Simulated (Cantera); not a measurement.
A perfectly stirred reactor is fed with CH4 : H2 = 1 : 3.3 (molar parts), at 0.00610 bar; it is held at 1723 K, and followed from long to short residence time.

Cantera simulation using GRI-Mech 3.0 (53 species, 325 reactions); the numbers are that mechanism's predictions, not measurements. GRI-Mech 3.0 stops at C3 and has no aromatics, soot or wall deposition, so with more carbon than oxygen in the feed, carbon stays in small species such as C2H2 where larger ones or solid carbon would form. Radical loss at walls, strong at low pressure, is not modelled.

**Question.** What does this change do: pressure from 0.00610 bar to 0.0267 bar?

**Answer.** 
```csv
quantity,before,after
x(CH4) at τ = 6.50 s,0.0249,0.0171
x(H2) at τ = 6.50 s,0.889,0.894
x(CH2) at τ = 6.50 s,1.08e-6,3.65e-7
x(C2H2) at τ = 6.50 s,0.0837,0.0871
x(C2H) at τ = 6.50 s,8.25e-7,5.71e-7
x(CH4) at τ = 0.180 s,0.146,0.105
x(H2) at τ = 0.180 s,0.816,0.842
x(CH2) at τ = 0.180 s,1.96e-6,9.95e-7
x(C2H2) at τ = 0.180 s,0.0321,0.0503
x(C2H) at τ = 0.180 s,2.03e-7,2.46e-7
```
